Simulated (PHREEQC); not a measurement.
Make-up at 20 °C: 0.08 mol/kgw Pb(NO3)2 and 0.00061 mol/kgw NaNO3. It is in equilibrium with CO2 at log p = -1 (atm). Otherwise closed; pH follows from the charge balance.

Equilibrium calculation in PHREEQC: ion-association model, phreeqc.dat.

**Question.** The ionic strength comes out as 0.182 mol/kgw. What activity coefficients do NO3-, Pb+2, PbOH+, PbHCO3+, H+ get?

**Answer.** NO3- 0.70, Pb+2 0.32, PbOH+ 0.75, PbHCO3+ 0.75, H+ 0.80.

No solid was allowed to form. Species that the database lacks are ignored.
